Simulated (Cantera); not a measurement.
A diamond (100) surface in a fixed gas of H2 with x(CH4) = 0.0068, x(CH3) = 0.001, at 1098 K, 18000 Pa; coverages are run to steady state.

Model: the Harris–Goodwin 1993 mechanism for the reconstructed diamond (100) surface, integrated in Cantera.

θ: site fractions in the mechanism's names (c6HH fully hydrogenated, c6H* and c6*H radical sites, c6** diradical, c6HM methylated).

```tsv
x(H)	growth (µm/h)	θ c6HH	θ c6H*	θ c6*H	θ c6**	θ c6HM
0.0001	?	0.396	0.0146	0.233	0.00190	0.232
0.00022	?	0.369	0.0162	0.258	0.00373	0.231
0.0005	?	0.375	0.0181	0.289	0.00659	0.204
0.0011	?	0.404	0.0206	0.328	0.00994	0.156
0.0025	?	0.442	0.0233	0.370	0.0133	0.0992
0.0055	?	0.473	0.0254	0.402	0.0157	0.0553
0.012	130	0.492	0.0269	0.421	0.0171	0.0283
0.027	137	0.503	0.0282	0.431	0.0180	0.0133
0.061	142	0.508	0.0298	0.435	0.0186	0.00608
```

**Question.** What belongs in the gaps?

**Answer.** 
- 0.0001, growth (µm/h): 9.05
- 0.00022, growth (µm/h): 19.8
- 0.0005, growth (µm/h): 39.5
- 0.0011, growth (µm/h): 66.1
- 0.0025, growth (µm/h): 95.1
- 0.0055, growth (µm/h): 117
